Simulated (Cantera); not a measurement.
A closed system holds: 1 mol SiHCl3, 3.3 mol NH3, 0.77 mol H2, at 1450 K and 1.00 bar.

Cantera equilibrium calculation (NASA polynomials, part measured and part estimated; ideal gas, pure solids and liquids). Candidate condensed phases: NH4Cl, Si, Si3N4; 28 gas species. The tables' values for SiCl3 are old estimates; treat these amounts as uncertain. Rates play no part.

Base state: H2 0.567, HCl 0.297, N2 0.122, SiCl4 0.00893, SiCl3 0.00178, SiHCl3 0.00147, SiCl2 0.00130, SiH2Cl2 3.73e-5 (mole fractions); condensed: Si3N4(s).

What changes in the equilibrium state with this change: temperature from 1450 K to 2025 K?


```tsv
species	before	after
H2	0.567	0.591
N2	0.122	0.176
HCl	0.297	0.144
SiCl2	0.00130	0.0821
SiCl	3.71e-9	0.000289
SiH2	1.18e-9	7.22e-5
Si	<1e-9	5.82e-5
SiH	<1e-9	2.87e-5
H	7.12e-6	0.00148
Si3N4(s), mol	0.294	0
Si(l), mol	0	0.192
```
The tables' values for SiCl3, SiCl are old estimates; treat these amounts as uncertain. Gases not in the tables: Si2H6 and higher silanes.

What changes in the equilibrium state with this change: NH3 from 3.3 to 9.8 mol?


```
species         before     after
-------------  -------  --------
H2               0.567     0.668
N2               0.122     0.195
HCl              0.297     0.136
SiCl4          0.00893  0.000209
SiCl3          0.00178   9.85e-5
SiHCl3         0.00147   8.81e-5
SiCl2          0.00130  0.000170
SiH2Cl2        3.73e-5   5.75e-6
Si3N4(s), mol    0.294     0.329
```
